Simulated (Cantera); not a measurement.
What does this Cantera script print?

```python
import numpy as np
import cantera as ct

gas_names = """
    F FO FO2 F2 F2O H HF HOF HO2 H2 H2F2 H2O H2O2 H3F3 H4F4 H5F5 H6F6 H7F7 O OH O2 O3 Si SiF SiF2 SiF3
    SiF4 SiH SiHF3 SiH2 SiH2F2 SiH3 SiH3F SiH4 SiO SiO2 Si2 Si3
""".split()
cond_names = """
    H2O(s) H2O(L) Si(cr) Si(L) SiO2(Lqz) SiO2(hqz) SiO2(L)
""".split()


# ... load() reads the species with a 1 bar reference pressure and builds the phases ...
atoms = {
    'SiF4': {'Si': 1, 'F': 4},
    'O3': {'O': 3},
    'H2': {'H': 2},
}
top_T = {}  # K; cautious upper limits of use, not melting points


# ... equilibrate(T, P, feed) seeds the gas with the atoms and calls Mixture.equilibrate('TP', solver="vcs", rtol=1e-11, max_steps=5000) ...
results = []
feed = {'SiF4': 1, 'O3': 3.5, 'H2': 10}  # mol
P = 74  # Pa
for T in [1173, 1273, 1373, 1473, 1573, 1673, 1773]:
    mix = equilibrate(T, P, feed)
    results.append((T, P, feed, dict(zip(mix.species_names, mix.species_moles))))
    x = sorted(zip(gas.X, gas.species_names), reverse=True)
    print(f"T = {T:g} K  P = {P:g} Pa  gas = {mix.phase_moles(0):.4g} mol")
    print("   x: " + "  ".join(f"{s} {v:.3e}" for v, s in x if v > 0.0001))
    print("   condensed (mol): " + ("  ".join(f"{mix.phase(i).name} {mix.phase_moles(i):.4g}"
          for i in range(1, mix.n_phases) if mix.phase_moles(i) > 1e-12) or "none"))
```

It prints:

```
T = 1173 K  P = 74 Pa  gas = 12.25 mol
   x: H2O 6.531e-01  HF 3.265e-01  O2 2.040e-02
   condensed (mol): SiO2(hqz) 0.9998
T = 1273 K  P = 74 Pa  gas = 12.25 mol
   x: H2O 6.530e-01  HF 3.265e-01  O2 2.040e-02
   condensed (mol): SiO2(hqz) 0.9999
T = 1373 K  P = 74 Pa  gas = 12.25 mol
   x: H2O 6.529e-01  HF 3.265e-01  O2 2.038e-02  OH 2.022e-04
   condensed (mol): SiO2(hqz) 1
T = 1473 K  P = 74 Pa  gas = 12.25 mol
   x: H2O 6.524e-01  HF 3.264e-01  O2 2.037e-02  OH 5.322e-04  H2 2.201e-04
   condensed (mol): SiO2(hqz) 1
T = 1573 K  P = 74 Pa  gas = 12.26 mol
   x: H2O 6.511e-01  HF 3.263e-01  O2 2.047e-02  OH 1.240e-03  H2 8.033e-04
   condensed (mol): SiO2(hqz) 1
T = 1673 K  P = 74 Pa  gas = 12.28 mol
   x: H2O 6.478e-01  HF 3.258e-01  O2 2.092e-02  OH 2.617e-03  H2 2.485e-03  H 2.087e-04  O 1.777e-04
   condensed (mol): SiO2(hqz) 1
T = 1773 K  P = 74 Pa  gas = 12.32 mol
   x: H2O 6.399e-01  HF 3.247e-01  O2 2.227e-02  H2 6.578e-03  OH 5.114e-03  H 8.481e-04  O 5.150e-04
   condensed (mol): SiO2(L) 0.9997
```

Cantera equilibrium calculation (NASA polynomials, part measured and part estimated; ideal gas, pure solids and liquids). The tables hold silica as quartz up to 1696 K and as liquid above; real silica turns to tridymite and cristobalite and melts near 1996 K.
